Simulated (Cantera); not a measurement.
**Thermodynamics of carbothermic reduction, feed MgO + CH4 + H2**

Feed: 1 mol MgO, 3.2 mol CH4, 0.46 mol H2, at 10000 Pa.

These are equilibrium values from Cantera (NASA tables, ideal gas, pure condensed phases), not measurements of a reactor. Candidate condensed phases: C, C6H6, C7H8, C8H18, H2O, Mg, MgCO3, MgO, Mg(OH)2; 116 gas species. The tables' values for MgH are old estimates; treat these amounts as uncertain. Kinetics and transport are ignored.

From 1300 K to 1650 K the condensed part is C(graphite) + MgO(s). From 1700 K to 1900 K the condensed part is C(graphite). The main Mg-bearing gas is Mg throughout.

```json
[
 {"T (K)": "1300", "x H2": "0.999", "x CO": "0.000166", "x Mg": "0.000165", "x H": "3.50e-6", "x CH4": "0.000785", "n C(graphite)": "3.19", "n MgO(s)": "0.999"},
 {"T (K)": "1350", "x H2": "0.998", "x CO": "0.000482", "x Mg": "0.000481", "x H": "7.53e-6", "x CH4": "0.000575", "n C(graphite)": "3.19", "n MgO(s)": "0.997"},
 {"T (K)": "1400", "x H2": "0.997", "x CO": "0.00130", "x Mg": "0.00129", "x H": "1.54e-5", "x CH4": "0.000429", "n C(graphite)": "3.19", "n MgO(s)": "0.991"},
 {"T (K)": "1450", "x H2": "0.993", "x CO": "0.00325", "x Mg": "0.00324", "x H": "2.98e-5", "x CH4": "0.000326", "n C(graphite)": "3.18", "n MgO(s)": "0.978"},
 {"T (K)": "1500", "x H2": "0.984", "x CO": "0.00766", "x Mg": "0.00763", "x H": "5.52e-5", "x CH4": "0.000249", "n C(graphite)": "3.14", "n MgO(s)": "0.947"},
 {"T (K)": "1550", "x H2": "0.966", "x CO": "0.0170", "x Mg": "0.0170", "x H": "9.79e-5", "x CH4": "0.000190", "n C(graphite)": "3.08", "n MgO(s)": "0.879"},
 {"T (K)": "1600", "x H2": "0.928", "x CO": "0.0360", "x Mg": "0.0359", "x H": "0.000166", "x CH4": "0.000140", "n C(graphite)": "2.93", "n MgO(s)": "0.734"},
 {"T (K)": "1650", "x H2": "0.854", "x CO": "0.0727", "x Mg": "0.0725", "x H": "0.000266", "x CH4": "9.70e-5", "n C(graphite)": "2.61", "n MgO(s)": "0.416"},
 {"T (K)": "1700", "x H2": "0.774", "x CO": "0.113", "x Mg": "0.112", "x H": "0.000410", "x CH4": "6.56e-5", "n C(graphite)": "2.20", "n MgO(s)": "0"},
 {"T (K)": "1750", "x H2": "0.773", "x CO": "0.113", "x Mg": "0.112", "x H": "0.000647", "x CH4": "5.46e-5", "n C(graphite)": "2.20", "n MgO(s)": "0"},
 {"T (K)": "1800", "x H2": "0.773", "x CO": "0.113", "x Mg": "0.112", "x H": "0.000996", "x CH4": "4.60e-5", "n C(graphite)": "2.20", "n MgO(s)": "0"},
 {"T (K)": "1850", "x H2": "0.773", "x CO": "0.113", "x Mg": "0.112", "x H": "0.00150", "x CH4": "3.91e-5", "n C(graphite)": "2.20", "n MgO(s)": "0"},
 {"T (K)": "1900", "x H2": "0.772", "x CO": "0.113", "x Mg": "0.112", "x H": "0.00220", "x CH4": "3.35e-5", "n C(graphite)": "2.19", "n MgO(s)": "0"}
]
```
x: gas mole fraction; n: condensed amount in mol.
